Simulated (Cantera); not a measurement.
Charge: 1 mol PbO, 1.1 mol C, 0.93 mol N2, equilibrated at 998 K and 5850 Torr.

Cantera equilibrium calculation (NASA polynomials, part measured and part estimated; ideal gas, pure solids and liquids). Candidate condensed phases: C, Pb, PbO, PbO2, Pb3O4; 27 gas species. Rates play no part.

Base state: N2 0.581, CO 0.212, CO2 0.207 (mole fractions); condensed: C(graphite) + Pb(l).

Problem. What changes in the equilibrium state with this change: 0.17 mol H2 added?

Solution. 
| species | before | after |
|---|---|---|
| N2 | 0.581 | 0.537 |
| CO | 0.212 | 0.194 |
| CO2 | 0.207 | 0.174 |
| H2 | 0 | 0.0575 |
| H2O | 0 | 0.0355 |
| CH4 | 0 | 0.00251 |
| NH3 | 0 | 4.64e-5 |
| C(graphite), mol | 0.431 | 0.458 |
| Pb(l), mol | 1.000 | 1.000 |
Further candidate phases: C6H6, C7H8, C8H18, H2O.
